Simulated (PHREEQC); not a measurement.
Make-up at 25 °C: 0.29 mol Cu(NO3)2 and 0.17 mol HBF4 per kg of water. Closed to the air; pH follows from the charge balance.

Equilibrium calculation in PHREEQC: ion-association model, wateq4f.dat.

Question: The ionic strength comes out as 1.04 mol/kgw. What activity coefficients do BF3OH-, HF2-, H+, Cu+2, BF4- get?

Answer: BF3OH- 0.52, HF2- 0.58, H+ 0.74, Cu+2 0.20, BF4- 0.52.

Precipitation was switched off in this run. The ionic strength is past about 0.7 mol/kgw, beyond the range of this activity model, so the values are rough. Real BF4- forms and hydrolyses slowly; the run takes it at equilibrium.
